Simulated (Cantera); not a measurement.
Input (Python, Cantera):

```python
import numpy as np
import cantera as ct

gas = ct.Solution("h2o2.yaml")
gas.TPX = 300, 100000, {'H2': 1.3, 'O2': 0.294, 'N2': 0.912}
flame = ct.FreeFlame(gas, width=0.04)
flame.set_refine_criteria(ratio=3, slope=0.08, curve=0.16)
flame.transport_model = "mixture-averaged"
flame.solve(loglevel=0, auto=True)
z, T = flame.grid, flame.T
thick = (T[-1] - T[0]) / np.gradient(T, z).max()
show = ['H2', 'O2', 'H', 'OH', 'H2O', 'H2O2']
print(f"laminar burning velocity  {flame.velocity[0] * 100:.3f} cm/s")
print(f"burnt temperature         {T[-1]:.1f} K")
print(f"thermal thickness         {thick * 1e3:.4f} mm")
print(f"grid points               {len(z)}")
z0 = z[flame.heat_release_rate.argmax()]
print(f"{'z/mm':>9s}{'T/K':>9s}{'u/(m/s)':>9s}" + "".join(f"{s:>11s}" for s in show))
rows = []
for k in (-3, -2, -1.5, -1, -0.5, -0.25, 0, 0.25, 0.5, 1, 2, 4, 8):
    zz = z0 + k * thick
    rows.append([k * thick, np.interp(zz, z, T), np.interp(zz, z, flame.velocity),
                 *(np.interp(zz, z, flame.X[gas.species_index(s)]) for s in show)])
    print(f"{rows[-1][0] * 1e3:9.3f}{rows[-1][1]:9.1f}{rows[-1][2]:9.3f}" + "".join(f"{x:11.3e}" for x in rows[-1][3:]))
```

Output:

```
laminar burning velocity  340.602 cm/s
burnt temperature         2092.2 K
thermal thickness         0.3269 mm
grid points               127
     z/mm      T/K  u/(m/s)         H2         O2          H         OH        H2O       H2O2
   -0.981    300.0    3.406  5.188e-01  1.173e-01  8.290e-18  2.398e-16  2.023e-12  2.700e-14
   -0.654    300.0    3.406  5.188e-01  1.173e-01  2.160e-15  9.149e-14  2.000e-10  3.121e-12
   -0.490    300.0    3.406  5.187e-01  1.173e-01  1.458e-13  6.582e-12  5.055e-09  8.708e-11
   -0.327    300.2    3.408  5.187e-01  1.173e-01  2.920e-11  1.310e-09  2.224e-07  4.487e-09
   -0.163    322.7    3.638  5.146e-01  1.182e-01  1.897e-06  9.585e-06  2.958e-04  8.619e-06
   -0.082    604.3    6.589  4.832e-01  1.135e-01  3.301e-03  9.637e-04  1.924e-02  1.088e-04
    0.000   1027.0   10.856  4.124e-01  8.889e-02  2.650e-02  1.048e-03  8.009e-02  1.624e-05
    0.082   1330.3   13.941  3.302e-01  4.266e-02  5.922e-02  2.275e-03  1.698e-01  1.287e-06
    0.163   1488.2   15.568  2.863e-01  1.266e-02  7.506e-02  2.664e-03  2.269e-01  6.243e-07
    0.327   1614.5   16.798  2.751e-01  1.060e-03  7.246e-02  2.767e-03  2.508e-01  3.401e-07
    0.654   1726.1   17.822  2.834e-01  2.002e-04  5.839e-02  2.885e-03  2.545e-01  2.167e-07
    1.308   1833.8   18.783  2.932e-01  1.184e-04  4.323e-02  2.693e-03  2.570e-01  1.191e-07
    2.615   1925.0   19.577  3.017e-01  6.246e-05  2.991e-02  2.219e-03  2.596e-01  5.934e-08
```

Detailed kinetics in Cantera: the H2/O2 subset of GRI-Mech 3.0, which has no nitrogen chemistry. Burning velocities carry a grid error of a few per cent, more on coarse grids.
